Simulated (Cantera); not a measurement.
Input (Python, Cantera) and output of one run.

```python
import numpy as np
import cantera as ct

gas_names = """
    CL CL2 H HCL H2 Si SiCL SiCL2 SiCL3 SiCL4 SiH SiHCL3 SiH2 SiH2CL2 SiH3 SiH3CL SiH4 Si2 Si3
""".split()
cond_names = """
    Si(cr) Si(L)
""".split()


def load(file, names, dense=False):
    # The tables refer to 1 bar. Condensed volumes are neglected.
    table = {s.name: s for s in ct.Species.list_from_file(file)}
    out = []
    for n in names:
        d = dict(table[n].input_data)
        d["thermo"] = dict(d["thermo"], **{"reference-pressure": 1e5})
        if dense:
            d["equation-of-state"] = {"model": "constant-volume", "density": "1e6 g/cm^3"}
        out.append(ct.Species.from_dict(d))
    return out


gas = ct.Solution(thermo="ideal-gas", species=load("nasa_gas.yaml", gas_names))
cond = {s.name: ct.Solution(thermo="fixed-stoichiometry", species=[s], name=s.name)
        for s in load("nasa_condensed.yaml", cond_names, dense=True)}
atoms = {
    'Si2Cl6': {'Si': 2, 'CL': 6},
    'HCl': {'H': 1, 'CL': 1},
    'H2': {'H': 2},
}
top_T = {}  # K; cautious upper limits of use, not melting points


def equilibrate(T, P, feed):
    n = {}
    for name, mol in feed.items():
        for a, k in atoms[name].items():
            n[a] = n.get(a, 0.0) + k * mol
    gas.TPX = T, P, n
    mass = sum(n.values()) * gas.mean_molecular_weight
    gas.equilibrate("TP")
    valid = [c for c in cond.values() if c.min_temp <= T <= top_T.get(c.name, c.max_temp)]
    mix = ct.Mixture([(gas, mass / gas.mean_molecular_weight)] + [(c, 0.0) for c in valid])
    mix.T, mix.P = T, P
    mix.equilibrate("TP", solver="vcs", rtol=1e-11, max_steps=5000)
    return mix


results = []
T = 800  # K
P = 13332.2  # Pa
for m in [0.2, 0.41, 0.63, 0.84, 1.1, 1.3, 1.5, 1.7]:
    feed = {'Si2Cl6': 1, 'HCl': m, 'H2': 170}  # mol
    mix = equilibrate(T, P, feed)
    results.append((T, P, feed, dict(zip(mix.species_names, mix.species_moles))))

top = {s: max(r[3][s] / sum(r[3][g] for g in gas_names) for r in results) for s in gas_names}
cols = sorted((s for s in top if top[s] > 0.0001), key=lambda s: -top[s])[:9]
seen = [c for c in cond_names if any(r[3].get(c, 0) > 1e-12 for r in results)]
print("log10 of partial pressures in bar; condensed amounts in mol")
print(f"{'n(HCl)':>10s}" + "".join(f"{s[:9]:>10s}" for s in cols + seen))
for T, P, feed, n in results:
    ng = sum(n[g] for g in gas_names)
    print(f"{feed['HCl']:10.4g}" + "".join(f"{np.log10(max(n[s] / ng * P / 1e5, 1e-99)):10.3f}" for s in cols)
          + "".join(f"{n.get(c, 0):10.4g}" for c in seen))
```

It prints:

```
log10 of partial pressures in bar; condensed amounts in mol
    n(HCl)        H2     SiCL4    SiHCL3       HCL   SiH2CL2    Si(cr)
       0.2    -0.880    -3.141    -3.247    -3.818    -4.445    0.2925
      0.41    -0.880    -3.125    -3.235    -3.814    -4.437    0.2348
      0.63    -0.880    -3.109    -3.223    -3.810    -4.429    0.1744
      0.84    -0.880    -3.094    -3.211    -3.807    -4.422    0.1167
       1.1    -0.881    -3.076    -3.198    -3.802    -4.413   0.04535
       1.3    -0.881    -3.056    -3.200    -3.781    -4.436         0
       1.5    -0.881    -3.012    -3.262    -3.674    -4.606         0
       1.7    -0.881    -2.975    -3.331    -3.569    -4.780         0
```

Method: chemical equilibrium by Gibbs-energy minimisation in Cantera with the NASA 1993 tables (ideal gas, pure condensed phases). The feed counts by its element totals alone.
